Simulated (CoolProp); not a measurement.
Vapour-liquid equilibrium of R125 (1) + R245fa (2) at 0.00406 MPa; x and y are mole fractions of (1).

Model: multi-fluid Helmholtz-energy mixture model, Lemmon 2005 and Akasaka 2015; pair parameters Bell 2016, in CoolProp.

### Question
Give the bubble temperature and the first vapour's composition at x = 0.15, 0.35, 0.55. Is there an azeotrope?

### Answer
x = 0.15: -75.8 °C, y = 0.934; x = 0.35: -85.8 °C, y = 0.982; x = 0.55: -90.6 °C, y = 0.992. No azeotrope shows between x = 0.05 and 0.95.

Pair parameters are fitted to limited data, so mixtures are less certain than the pure fluids.
